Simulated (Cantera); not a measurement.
**Premixed flame**

A freely propagating, adiabatic, planar premixed flame of H₂ : O₂ : N₂ = 1 : 0.179 : 0.671 (molar parts), equivalence ratio 2.8, unburnt at 600 K and 760 Torr; mixture-averaged transport, grid criteria slope 0.08 and curve 0.16, no radiation.

Computed with Cantera and the H2/O2 subset of GRI-Mech 3.0, which has no nitrogen chemistry. Burning velocities carry a grid error of a few per cent, more on coarse grids.

```csv
z (mm),T (K),u (m/s),x H₂,x O₂,x OH,x O,x H,x HO₂
-1.42,600,8.10,0.541,0.0968,<1e-8,<1e-8,<1e-8,<1e-8
-0.946,600,8.10,0.541,0.0968,<1e-8,<1e-8,<1e-8,<1e-8
-0.710,600,8.10,0.541,0.0968,<1e-8,<1e-8,<1e-8,<1e-8
-0.473,600,8.10,0.541,0.0968,<1e-8,<1e-8,2.13e-7,1.54e-6
-0.237,631,8.48,0.536,0.0965,7.09e-5,1.58e-5,0.000440,0.000219
-0.118,830,10.9,0.508,0.0905,0.000387,0.000228,0.00816,0.000136
0,1181,15.1,0.427,0.0597,0.00118,0.00171,0.0422,5.91e-5
0.118,1427,18.2,0.352,0.0162,0.00179,0.00153,0.0740,1.55e-5
0.237,1531,19.5,0.334,0.00282,0.00168,0.000577,0.0778,2.57e-6
0.473,1628,20.6,0.337,0.000186,0.00176,0.000301,0.0682,1.67e-7
0.946,1728,21.7,0.347,5.96e-5,0.00179,0.000222,0.0542,5.98e-8
1.89,1824,22.7,0.356,3.67e-5,0.00163,0.000141,0.0401,3.90e-8
3.78,1907,23.6,0.365,1.91e-5,0.00132,7.49e-5,0.0276,2.24e-8
```
x: mole fraction of selected species; z is measured from the peak of heat release.

laminar burning velocity: 810 cm/s
thermal thickness: 0.473 mm
peak x(OH): 0.00180
peak x(O): 0.00206
peak x(H): 0.0783
peak x(HO₂): 0.000224
